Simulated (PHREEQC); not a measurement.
Consider water at 25 °C with 0.0024 mol RbCl and 0.00058 mol HBr per kg of water. Closed to the air; pH follows from the charge balance.

The numbers come from PHREEQC with the ion-association model, wateq4f.dat.

Precipitation was switched off in this run.

Task: Predict the pH.

Result: pH 3.26.

Complexes and solids missing from the database can't appear.
